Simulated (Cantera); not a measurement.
Feed: 1 mol Pb, a varied amount of H₂, at 950 K and 20.0 Pa.

Method: chemical equilibrium by Gibbs-energy minimisation in Cantera with the NASA 1993 tables (ideal gas, pure condensed phases). Candidate condensed phases: Pb; 4 gas species. Kinetics and transport are ignored.

### Question
Which condensed phases are stable at each of these points (n(H₂) (mol)): 0.19, 0.32, 0.56, 0.96, 1.7, 2.9, 5, 8.7, 15, 26, 45, 78?

### Answer
```csv
n(H₂) (mol),condensed phases,Pb condensed (%)
0.19,Pb(l),99.5
0.32,Pb(l),99.2
0.56,Pb(l),98.6
0.96,Pb(l),97.5
1.7,Pb(l),95.6
2.9,Pb(l),92.5
5,Pb(l),87.1
8.7,Pb(l),77.5
15,Pb(l),61.3
26,Pb(l),32.9
45,gas only,0.0
78,gas only,0.0
```

From 0.19 mol H₂ to 26 mol H₂ the condensed part is Pb(l). From 45 mol H₂ to 78 mol H₂ nothing is condensed.
